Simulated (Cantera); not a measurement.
Input: 1 mol SiCl4, 2 mol NO, 76 mol H2, at 1600 K.

Method: chemical equilibrium by Gibbs-energy minimisation in Cantera with the NASA 1993 tables (ideal gas, pure condensed phases). Candidate condensed phases: H2O, NH4Cl, Si, SiO2, Si2N2O, Si3N4; 47 gas species. Mutual solubility and eutectic melting of coexisting phases are not modelled. The tables hold silica as quartz up to 1696 K and as liquid above; real silica turns to tridymite and cristobalite and melts near 1996 K. Kinetics and transport are ignored.

Question: What share of the Si ends up in condensed phases as a function of P (Pa), at 5, 17, 59, 210, 710, 2400, 8400, 29000, 100000?

Answer: 
```csv
P (Pa),Si condensed (%),as
5,0.0,-
17,6.1,SiO2(β-quartz)
59,49.6,SiO2(β-quartz)
210,73.3,SiO2(β-quartz)
710,85.5,SiO2(β-quartz)
2400,92.1,SiO2(β-quartz)
8400,95.8,SiO2(β-quartz)
29000,97.7,SiO2(β-quartz)
100000,98.9,SiO2(β-quartz) + Si2N2O(s)
```
